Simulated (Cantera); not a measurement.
An adiabatic, constant-volume homogeneous reactor starts with 16.2 % H2, 17.6 % O2, 66.1 % N2, 0.144 % NO, at 1098 K and 5.00 bar.

Computed with Cantera and GRI-Mech 3.0 (53 species, 325 reactions). The hydrogen kinetics of GRI-Mech 3.0 are dated; newer H2 mechanisms differ, most at raised pressure. The mechanism lacks 2 NO + O2 → 2 NO2 and HONO, so NO2 and the effect of NO are under-described below about 1400 K.

One state of this run: T (K) = 2448; P (bar) = 10.3; x H2 = 0.000798; x O2 = 0.0955; x NO2 = 2.73e-5; x NO = 0.0135; x HO2 = 1.61e-5. x: mole fraction; the columns are a selection and need not sum to one.

**Question.** Which value of t (s) does it belong to?
A. 4.00e-6
B. 1.83
C. 1.31e-5
D. 0.000140

**Answer.** B, 1.83
